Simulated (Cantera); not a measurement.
An adiabatic, constant-volume homogeneous reactor starts with H2 : O2 : N2 = 1 : 1.43 : 5.37 (molar parts), equivalence ratio 0.35, at 1500 K and 4.93 atm. Integrator tolerance rtol = 1e-08.

Cantera simulation using the H2/O2 subset of GRI-Mech 3.0, which has no nitrogen chemistry; the numbers are that mechanism's predictions, not measurements. The hydrogen kinetics of GRI-Mech 3.0 are dated; newer H2 mechanisms differ, most at raised pressure.

**Question.** What does this change do: initial temperature 1500 to 1350 K?

**Answer.** 
```tsv
quantity	before	after
time of steepest temperature rise	3.19 µs	5.84 µs
temperature at 9.00 s	2534 K	2426 K
equilibrium temperature	2534 K	2426 K
x(H2) at 9.00 s	0.000929 (gas-phase equilibrium 0.000929)	0.000534 (gas-phase equilibrium 0.000534)
x(O2) at 9.00 s	0.124 (gas-phase equilibrium 0.124)	0.125 (gas-phase equilibrium 0.125)
x(H2O) at 9.00 s	0.131 (gas-phase equilibrium 0.131)	0.133 (gas-phase equilibrium 0.133)
x(H) at 9.00 s	0.000318 (gas-phase equilibrium 0.000318)	0.000144 (gas-phase equilibrium 0.000144)
x(HO2) at 9.00 s	2.02e-5 (gas-phase equilibrium 2.02e-5)	1.56e-5 (gas-phase equilibrium 1.56e-5)
x(H2O2) at 9.00 s	9.81e-7 (gas-phase equilibrium 9.81e-7)	8.15e-7 (gas-phase equilibrium 8.15e-7)
x(O) at 9.00 s	0.00215 (gas-phase equilibrium 0.00215)	0.00122 (gas-phase equilibrium 0.00122)
```

**Question.** What does this change do: pressure from 4.93 atm to 0.987 atm?

**Answer.** 
```csv
quantity,before,after
time of steepest temperature rise,3.19 µs,15.6 µs
temperature at 9.00 s,2534 K,2494 K
equilibrium temperature,2534 K,2494 K
x(H2) at 9.00 s,0.000929 (gas-phase equilibrium 0.000929),0.00169 (gas-phase equilibrium 0.00169)
x(O2) at 9.00 s,0.124 (gas-phase equilibrium 0.124),0.122 (gas-phase equilibrium 0.122)
x(H2O) at 9.00 s,0.131 (gas-phase equilibrium 0.131),0.128 (gas-phase equilibrium 0.128)
x(H) at 9.00 s,0.000318 (gas-phase equilibrium 0.000318),0.000810 (gas-phase equilibrium 0.000810)
x(HO2) at 9.00 s,2.02e-5 (gas-phase equilibrium 2.02e-5),1.19e-5 (gas-phase equilibrium 1.19e-5)
x(H2O2) at 9.00 s,9.81e-7 (gas-phase equilibrium 9.81e-7),3.89e-7 (gas-phase equilibrium 3.89e-7)
x(O) at 9.00 s,0.00215 (gas-phase equilibrium 0.00215),0.00395 (gas-phase equilibrium 0.00395)
```
